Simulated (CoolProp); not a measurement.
The numbers come from the reference Helmholtz-energy equation of state, Lemmon 2009 in CoolProp.

Give the vapour pressure (MPa), vapour Z, liquid viscosity (µPa s), vapour viscosity (µPa s) of saturated propane at -67.85 °C.


```
T (°C)  p (MPa)  vapour Z  liquid viscosity (µPa s)  vapour viscosity (µPa s)
------  -------  --------  ------------------------  ------------------------
-67.85   0.0277     0.985                       269                      5.65
```

Viscosity comes from a separate model (Vogel 1998).
